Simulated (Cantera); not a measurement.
Mixture: 6.94 % CH4, 2.08 % CO, 18.0 % O2, 67.6 % N2, 5.35 % CO2, equivalence ratio 0.83, at 0.590 bar, adiabatic and at constant volume. Ignition delay is the time to a rise of 400 K.

Model: GRI-Mech 3.0 (53 species, 325 reactions), integrated in Cantera.

### Question
Predict: delay at 1025 K; delay at 1125 K; delay at 1225 K; delay at 1325 K; delay at 1425 K; delay at 1525 K; delay at 1625 K; apparent activation energy between 1425 and 1625 K.

### Answer
```json
{
  "delay at 1025 K": "1.48 s",
  "delay at 1125 K": "0.249 s",
  "delay at 1225 K": "51.1 ms",
  "delay at 1325 K": "12.6 ms",
  "delay at 1425 K": "3.73 ms",
  "delay at 1525 K": "1.35 ms",
  "delay at 1625 K": "0.581 ms",
  "apparent activation energy between 1425 and 1625 K": "180 kJ/mol"
}
```
